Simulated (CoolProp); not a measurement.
A single-stage vapour-compression cycle with n-perfluorohexane: evaporating at 288.15 K (dew point), condensing at 349.15 K (bubble point), superheat 10 K, subcooling 5 K, compressor efficiency 0.65, no pressure losses. Each further row changes one setting.

Values from CoolProp's reference Helmholtz-energy equation of state, Gao 2022.

| case | cooling COP | pressure ratio | discharge temperature (K) | refrigerating effect (kJ/kg) | volumetric capacity (kJ/m³) |
|---|---|---|---|---|---|
| as stated | 1.83 | 9.89 | 349.2 | 43.5 | 112 |
| evaporating temperature 293.15 K | 2.18 | 7.83 | 349.2 | 47.5 | ___ |
| condensing temperature 344.15 K | 2.18 | ___ | 344.2 | 49.1 | 127 |
| subcooling 10 K | ___ | 9.89 | 349.2 | 49.1 | 127 |
| superheat 20 K | ___ | 9.89 | 349.2 | ___ | 129 |
| compressor efficiency 0.55 | ___ | 9.89 | 349.2 | 43.5 | 112 |

Some entries are withheld; supply them.


- evaporating temperature 293.15 K, volumetric capacity (kJ/m³): 153
- condensing temperature 344.15 K, pressure ratio: 8.51
- subcooling 10 K, cooling COP: 2.06
- superheat 20 K, cooling COP: 2.01
- superheat 20 K, refrigerating effect (kJ/kg): 51.7
- compressor efficiency 0.55, cooling COP: 1.54

The compression ends wet for: as stated; evaporating temperature 293.15 K; condensing temperature 344.15 K; subcooling 10 K; superheat 20 K; compressor efficiency 0.55.
